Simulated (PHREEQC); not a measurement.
Synthetic water in mmol/kgw, 20 °C, pH 2.75, pe 12.3:

| constituent | mmol/kgw |
|---|---|
| Na | 0.826 |
| K | 0.0725 |
| Ca | 5.84 |
| Mg | 0.257 |
| Cl | 4.3 |
| S(6) | 6.32 |
| Cu(2) | 0.207 |
| Pb | 0.00215 |
| Fe(3) | 0.265 |

Valence states are taken as typed.

Model: ion-association model, phreeqc.dat, run in PHREEQC.

This is a speciation only: nothing precipitates in the calculation.

Question: Order these S species by the share of S that they hold, largest first: MgSO4, CaSO4, SO4-2, FeSO4+, HSO4-.

Answer: SO4-2 (69 %), CaSO4 (18 %), HSO4- (7.1 %), FeSO4+ (3.1 %), MgSO4 (0.93 %)

Question: Order these Pb species by the share of Pb that they hold, largest first: PbCl+, PbSO4, Pb(SO4)2-2, Pb+2.

Answer: Pb+2 (53 %), PbSO4 (41 %), PbCl+ (4.5 %), Pb(SO4)2-2 (0.97 %)

The pH is 2.75 and the ionic strength 0.0230 mol/kgw. Saturation is exceeded, for instance for Jarosite-K, Hematite (slow to form); the values hold only as long as no solid forms.
